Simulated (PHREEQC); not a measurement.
Solution (25 °C): 0.19 mol Na2SO4 and 0.066 mol KCl per kg of water. Closed to the air; pH follows from the charge balance.

Equilibrium calculation in PHREEQC: Pitzer model, pitzer.dat.

| quantity | before | after |
|---|---|---|
| pH | 7.27 | 7.03 |
| HSO4- (mol/kgw) | 2.02e-7 | 1.33e-8 |
| SI of Mirabilite (Na2SO4:10H2O) | -1.69 | -6.55 |
| SI of Arcanite (K2SO4) | -2.57 | -7.43 |

**Question.** Name the change that produced these shifts.
A. KCl replaced by K2CO3 at the same molality
B. diluted 100-fold with water
C. 0.044 mol/kgw KHCO3 added

**Answer.** B, diluted 100-fold with water

This is a speciation only: nothing precipitates in the calculation.
